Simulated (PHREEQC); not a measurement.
A column of 1 m (30 cells, dispersivity 0.08 m, 720 s a shift, diffusion coefficient 3e-10 m²/s) holds 0.052 eq of the database's cation exchanger X per kg of pore water, first in equilibrium with 85 mmol/kgw MgCl2 and 0.01 mmol/kgw HCl. It is flushed with 0.46 mmol/kgw MgCl2, 25 mmol/kgw CdCl2 and 0.01 mmol/kgw HCl, at 25 °C. Values are for the last cell. The system is closed to CO2. Nothing may precipitate in this run.

Base run: PHREEQC, ion-association model, phreeqc.dat. Each further column changes one thing. The table gives Cd in solution (mol/kgw).

| pore volumes | base | exchange capacity from 0.052 to 0.026 eq/kgw | dispersivity from 0.08 to 0.16 m |
|---|---|---|---|
| 0 | 0 | 0 | 0 |
| 0.35 | 4.57e-5 | 6.52e-5 | 0.000500 |
| 0.85 | 0.00503 | 0.00696 | 0.00730 |
| 1.35 | 0.00938 | 0.0134 | 0.0115 |
| 1.683 | 0.0116 | 0.0162 | 0.0133 |
| 2.017 | 0.0141 | 0.0187 | 0.0150 |
| 2.517 | 0.0176 | 0.0216 | 0.0174 |
| 3.017 | 0.0202 | 0.0234 | 0.0194 |
| 3.35 | 0.0215 | 0.0240 | 0.0206 |
| 3.683 | 0.0225 | 0.0244 | 0.0215 |
| 4.183 | 0.0235 | 0.0247 | 0.0226 |
| 4.683 | 0.0241 | 0.0249 | 0.0233 |
| 5.017 | 0.0244 | 0.0249 | 0.0237 |
